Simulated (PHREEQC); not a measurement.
Mixed reagents with single salt, acid or base: an equilibrium model

Solution A (0.00098 mol Cu(NO3)2 per kg of water) is mixed with solution B (2.1 mmol/kgw PbCl2) at 25 °C; shares are by mass of water, 1 kg in all. Oxygen is held at 0.21 atm. The system is closed to CO2. Precipitation was switched off in this run.

Computed with PHREEQC (ion-association model, wateq4f.dat).

```tsv
share of solution B	pH	Pb+2 (mol/kgw)	PbCl+ (mol/kgw)
0	5.29	0	0
0.1	5.30	0.000203	2.62e-6
0.2	5.30	0.000401	1.02e-5
0.3	5.31	0.000596	2.24e-5
0.4	5.31	0.000788	3.89e-5
0.5	5.31	0.000977	5.94e-5
0.6	5.30	0.00116	8.37e-5
0.7	5.30	0.00135	0.000112
0.8	5.29	0.00153	0.000143
0.9	5.28	0.00170	0.000177
1	5.27	0.00188	0.000215
```

Species that the database lacks are ignored.
